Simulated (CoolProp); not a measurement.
A simple Rankine cycle with n-perfluorohexane: condensing at 313.15 K, boiler at 0.963 MPa, turbine inlet 449 K, turbine efficiency 0.6, pump efficiency 0.7, no recuperator. Each further row changes one setting.

Values from CoolProp's reference Helmholtz-energy equation of state, Gao 2022.

| case | thermal efficiency (%) | net work (kJ/kg) | heat in (kJ/kg) | turbine exit temperature (K) | volume ratio over the turbine |
|---|---|---|---|---|---|
| as stated | 7.7 | 16.0 | 206 | 423.1 | 21.3 |
| condensing temperature 305.15 K | 8.3 | 17.9 | 215 | 421.0 | 29.3 |
| boiler pressure 0.674 MPa | 7.0 | 14.6 | 210 | 428.2 | 13.7 |
| turbine efficiency 0.5 | 6.4 | 13.2 | 206 | 425.9 | 21.5 |
